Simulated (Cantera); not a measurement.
Feed: 1 mol Si, 2 mol HCl, 4.3 mol H2, equilibrated at 1275 K and 0.100 bar.

Method: chemical equilibrium by Gibbs-energy minimisation in Cantera with the NASA 1993 tables (ideal gas, pure condensed phases). Candidate condensed phases: Si; 19 gas species. The tables' values for SiCl3 are old estimates; treat these amounts as uncertain. The numbers say what is thermodynamically allowed, not how fast it happens.

Base state: H2 0.831, HCl 0.0901, SiCl4 0.0309, SiCl2 0.0253, SiHCl3 0.0115, SiCl3 0.0110, SiH2Cl2 0.000592 (mole fractions); condensed: Si(s).

Task: What changes in the equilibrium state with this change: pressure from 0.100 bar to 1 atm?

Result: 
| species | before | after |
|---|---|---|
| H2 | 0.831 | 0.860 |
| HCl | 0.0901 | 0.0551 |
| SiCl4 | 0.0309 | 0.0407 |
| SiCl2 | 0.0253 | 0.00914 |
| SiHCl3 | 0.0115 | 0.0257 |
| SiCl3 | 0.0110 | 0.00757 |
| SiH3Cl | 8.53e-6 | 5.47e-5 |
| SiH2Cl2 | 0.000592 | 0.00224 |
| Si(s), mol | 0.524 | 0.498 |

Task: What changes in the equilibrium state with this change: temperature from 1275 K to 1325 K?

Result: 
```tsv
species	before	after
H2	0.831	0.815
HCl	0.0901	0.105
SiCl2	0.0253	0.0369
SiCl4	0.0309	0.0218
SiHCl3	0.0115	0.00866
SiCl3	0.0110	0.0122
SiH2Cl2	0.000592	0.000495
Si(s), mol	0.524	0.514
```

Task: What changes in the equilibrium state with this change: temperature from 1275 K to 1198 K?

Result: 
| species | before | after |
|---|---|---|
| H2 | 0.831 | 0.854 |
| HCl | 0.0901 | 0.0655 |
| SiCl4 | 0.0309 | 0.0444 |
| SiCl2 | 0.0253 | 0.0118 |
| SiCl3 | 0.0110 | 0.00771 |
| SiHCl3 | 0.0115 | 0.0156 |
| SiH2Cl2 | 0.000592 | 0.000713 |
| Si(s), mol | 0.524 | 0.525 |
